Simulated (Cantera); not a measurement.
A closed system holds: 1 mol SiH2Cl2, 3.5 mol O3, 14 mol H2, 8.7 mol O2, equilibrated at 0.240 Torr.

These are equilibrium values from Cantera (NASA tables, ideal gas, pure condensed phases), not measurements of a reactor. Candidate condensed phases: H2O, Si, SiO2; 30 gas species. The tables hold silica as quartz up to 1696 K and as liquid above; real silica turns to tridymite and cristobalite and melts near 1996 K. The numbers say what is thermodynamically allowed, not how fast it happens.

x: gas mole fraction; n: condensed amount in mol.

```tsv
T (K)	x H2O	x O2	x HCl	x Cl	x OH	x Cl2	n SiO2(α-quartz)	n SiO2(β-quartz)
648	0.640	0.270	0.0877	2.83e-7	?	0.00175	1.00	0
748	0.638	0.271	0.0903	3.00e-6	?	0.000436	1.00	0
848	0.638	0.271	0.0908	1.80e-5	?	0.000145	0	1.00
948	0.638	0.271	0.0909	7.43e-5	?	6.03e-5	0	1.00
1048	0.638	0.271	0.0908	0.000234	?	2.94e-5	0	1.00
1148	0.638	0.271	0.0905	0.000602	?	1.61e-5	0	1.00
1248	0.638	0.271	0.0897	0.00133	?	9.63e-6	0	1.00
1348	0.638	0.270	0.0884	0.00259	?	6.10e-6	0	1.00
1448	0.639	0.269	0.0864	0.00456	?	4.02e-6	0	1.00
1548	0.638	0.268	0.0835	0.00736	?	2.72e-6	0	1.000
```

Q: Complete the blanks.

A: 
- 648, x OH: 5.81e-11
- 748, x OH: 3.23e-9
- 848, x OH: 6.98e-8
- 948, x OH: 7.92e-7
- 1048, x OH: 5.66e-6
- 1148, x OH: 2.88e-5
- 1248, x OH: 0.000113
- 1348, x OH: 0.000361
- 1448, x OH: 0.000984
- 1548, x OH: 0.00235
